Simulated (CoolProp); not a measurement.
Values from CoolProp's reference Helmholtz-energy equation of state, Lemmon 2006. It is a short technical equation, of lower accuracy than the large ones.

**Question.** For hydrogen sulfide, give the phase and the Z, cv (kJ/(kg K)), fugacity coefficient at 241.2 K and 11100 kPa; 277.6 K and 11100 kPa.

**Answer.** 
- 241.2 K and 11100 kPa: liquid; Z 0.207, cv 1.17, fugacity coefficient 0.0370
- 277.6 K and 11100 kPa: liquid; Z 0.195, cv 1.11, fugacity coefficient 0.112
